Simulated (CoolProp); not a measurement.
The fluid at 421.36 K and 19 MPa flows at 17 m/s in a round tube of 50 mm bore and 1.5 µm roughness, fully developed (64/Re and Nu = 3.66 if laminar; Colebrook and Gnielinski if turbulent). The same conditions are run with several fluids, on thermodynamics alone (safety and materials aside).

The numbers come from the reference Helmholtz-energy equation of state of each fluid (n-decane: Lemmon 2006; toluene: Lemmon 2006; ethanol: Schroeder 2014; ethylbenzene: Zhou 2012) in CoolProp.

Task: Rank n-decane, toluene, ethanol, ethylbenzene by Reynolds number, highest first.

Result: toluene (2850000), ethanol (2690000), ethylbenzene (2570000), n-decane (1780000)

```
fluid         Darcy friction factor  pressure drop (Pa/m)  heat-transfer coefficient (W/(m² K))  mass flow (kg/h)
------------  ---------------------  --------------------  ------------------------------------  ----------------
n-decane                     0.0115                 21700                                 17900             78800
toluene                      0.0109                 24300                                 20700             92400
ethanol                      0.0110                 21900                                 29900             82700
ethylbenzene                 0.0110                 24800                                 20200             93300
```

Transport values come from each fluid's own correlations; those of ethylbenzene are estimates that may be off by 10 % or more.
